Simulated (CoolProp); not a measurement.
Vapour-liquid equilibrium of toluene (1) + n-nonane (2) at 0.000305 MPa; x and y are mole fractions of (1).

The numbers come from the multi-fluid Helmholtz-energy mixture model, Lemmon 2006 and Lemmon 2006; pair parameters Bell 2016 in CoolProp.

```csv
x,bubble temperature (°C),y at the bubble point,dew temperature at overall composition x (°C),liquid density (mol/L)
0.05,8.5,0.406,14.5,5.790
0.15,0.3,0.712,13.0,6.103
0.25,-4.5,0.822,11.4,6.418
0.35,-7.5,0.875,9.6,6.748
0.45,-9.6,0.906,7.6,7.102
0.55,-11.1,0.927,5.2,7.485
0.65,-12.3,0.944,2.3,7.905
0.75,-13.4,0.959,-1.2,8.367
0.85,-14.4,0.974,-6.0,8.881
0.95,-15.4,0.990,-12.7,9.456
```

No azeotrope shows between x = 0.05 and 0.95.

The pair parameters rest on a limited set of measurements; away from them the model extrapolates.
